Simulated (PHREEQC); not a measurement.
A solution holds 0.017 mol CdSO4, 0.00038 mol NaCl and 0.0037 mol NiCl2 per kg of water, at 20 °C. Closed to the air; pH follows from the charge balance.

Model: ion-association model, wateq4f.dat, run in PHREEQC.

No solid was allowed to form.

### Question
What pH, ionic strength does the model give?

### Answer
pH 6.08; ionic strength 0.0477 mol/kgw.

### Question
In which forms is Cl present?

### Answer
Cl- 71 %, CdCl+ 28 %, CdCl2 0.8 % of the Cl.
